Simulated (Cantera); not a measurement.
A perfectly stirred reactor is fed with 0.474 % CH2O, 0.711 % O2, 98.8 % N2, at 20.0 bar; it is held at 1600 K, and followed from long to short residence time.

Model: GRI-Mech 3.0 (53 species, 325 reactions), integrated in Cantera. The pressure lies above the range GRI-Mech 3.0 was tuned for (to about 10 atm).

One state of this run: x CH2O = 5.80e-7; x O2 = 0.00239; x CO2 = 0.00469; x C2H6 = <1e-12; x NO2 = 5.90e-8. x: mole fraction; the columns are a selection and need not sum to one.

Q: Which value of τ (s) does it belong to?
(A) 0.00075
(B) 0.27
(C) 0.084
(D) 0.0024

A: C, 0.084
